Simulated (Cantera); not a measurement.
A closed system holds: 1 mol SiH2Cl2, 21 mol N2.

Equilibrium computed with Cantera from the NASA thermochemical tables; the gas is ideal and each condensed phase is pure. Candidate condensed phases: NH4Cl, Si, Si3N4; 28 gas species. N2 is the only nitrogen source here; it is nearly inert below about 1500 K, so the nitride shown seldom forms there in practice. The tables' values for SiCl3 are old estimates. Equilibrium is a limit: real reactors are often held back by kinetics, nucleation or transport.

Problem. What condenses at these points (T in K, P in Pa): (1373, 5); (1673, 410); (1273, 33000); (1223, 15); (1623, 15)?

Solution. 
```
T (K)  P in Pa  condensed phases  Si condensed (%)
-----  -------  ----------------  ----------------
1373         5             Si3N4              42.2
1673       410             Si3N4              29.2
1273     33000             Si3N4              84.0
1223        15             Si3N4              80.8
1623        15                Si              18.5
```
